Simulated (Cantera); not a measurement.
What does this Cantera script print?

```python
import numpy as np
import cantera as ct

gas_names = """
    Fe FeO N NO NO2 NO3 N2 N2O O O2 O3
""".split()
cond_names = """
    Fe(a) Fe(c) Fe(d) Fe(L) FeO(s) FeO(L) Fe2O3(s) Fe3O4(s)
""".split()


# ... load() reads the species with a 1 bar reference pressure and builds the phases ...
atoms = {
    'Fe2O3': {'Fe': 2, 'O': 3},
    'O2': {'O': 2},
    'N2': {'N': 2},
}
top_T = {'Fe2O3(s)': 1830, 'Fe3O4(s)': 1870}  # K; cautious upper limits of use, not melting points


# ... equilibrate(T, P, feed) seeds the gas with the atoms and calls Mixture.equilibrate('TP', solver="vcs", rtol=1e-11, max_steps=5000) ...
results = []
feed = {'Fe2O3': 1, 'O2': 7, 'N2': 1}  # mol
P = 13000  # Pa
for T in [848, 923, 998, 1073, 1148, 1223, 1298, 1373, 1448, 1523, 1598, 1673, 1748, 1823]:
    mix = equilibrate(T, P, feed)
    results.append((T, P, feed, dict(zip(mix.species_names, mix.species_moles))))

top = {s: max(r[3][s] / sum(r[3][g] for g in gas_names) for r in results) for s in gas_names}
cols = sorted((s for s in top if top[s] > 0.001), key=lambda s: -top[s])[:5]
seen = [c for c in cond_names if any(r[3].get(c, 0) > 1e-12 for r in results)]
print("log10 of partial pressures in bar; condensed amounts in mol")
print(f"{'T/K':>10s}" + "".join(f"{s[:9]:>10s}" for s in cols + seen))
for T, P, feed, n in results:
    ng = sum(n[g] for g in gas_names)
    print(f"{T:10.4g}" + "".join(f"{np.log10(max(n[s] / ng * P / 1e5, 1e-99)):10.3f}" for s in cols)
          + "".join(f"{n.get(c, 0):10.4g}" for c in seen))
```

Output:

```
log10 of partial pressures in bar; condensed amounts in mol
       T/K        O2        N2        NO  Fe2O3(s)  Fe3O4(s)
       848    -0.944    -1.789    -6.336         1         0
       923    -0.944    -1.789    -5.879         1         0
       998    -0.944    -1.789    -5.490         1         0
      1073    -0.944    -1.789    -5.156         1         0
      1148    -0.944    -1.789    -4.865         1         0
      1223    -0.944    -1.789    -4.610         1         0
      1298    -0.944    -1.790    -4.384         1         0
      1373    -0.944    -1.790    -4.184         1         0
      1448    -0.944    -1.790    -4.003         1         0
      1523    -0.944    -1.791    -3.841         1         0
      1598    -0.944    -1.792    -3.694         1         0
      1673    -0.943    -1.802    -3.565         0    0.6667
      1748    -0.944    -1.803    -3.443         0    0.6667
      1823    -0.944    -1.805    -3.331         0    0.6667
```

Equilibrium computed with Cantera from the NASA thermochemical tables; the gas is ideal and each condensed phase is pure.
